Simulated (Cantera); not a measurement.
A diamond (100) surface in a fixed gas of H2 with x(CH4) = 0.008, x(H) = 0.015, at 1400 K, 0.0503 atm; coverages are run to steady state.

Model: the Harris–Goodwin 1993 mechanism for the reconstructed diamond (100) surface, integrated in Cantera.

θ: site fractions in the mechanism's names (c6HH fully hydrogenated, c6H* and c6*H radical sites, c6** diradical, c6HM methylated).

```
x(CH3)   growth (µm/h)  θ c6HH  θ c6H*  θ c6*H  θ c6**    θ c6HM
-------  -------------  ------  ------  ------  ------  --------
1e-06           0.0148   0.329  0.0599   0.546  0.0643   3.91e-7
2.1e-06         0.0310   0.329  0.0599   0.546  0.0643   8.21e-7
4.5e-06         0.0665   0.329  0.0599   0.546  0.0643   1.76e-6
9.4e-06          0.139   0.329  0.0599   0.546  0.0643   3.67e-6
2e-05                …   0.329  0.0599   0.546  0.0643         …
4.2e-05          0.620   0.329  0.0599   0.546  0.0642   1.64e-5
8.8e-05              …   0.329  0.0599   0.546  0.0642         …
0.00019           2.80   0.329  0.0598   0.546  0.0641   7.41e-5
0.00039           5.73   0.329  0.0598   0.546  0.0639  0.000152
```

Q: What belongs in the gaps?

A: 
- 2e-05, growth (µm/h): 0.295
- 2e-05, θ c6HM: 7.81e-6
- 8.8e-05, growth (µm/h): 1.30
- 8.8e-05, θ c6HM: 3.44e-5
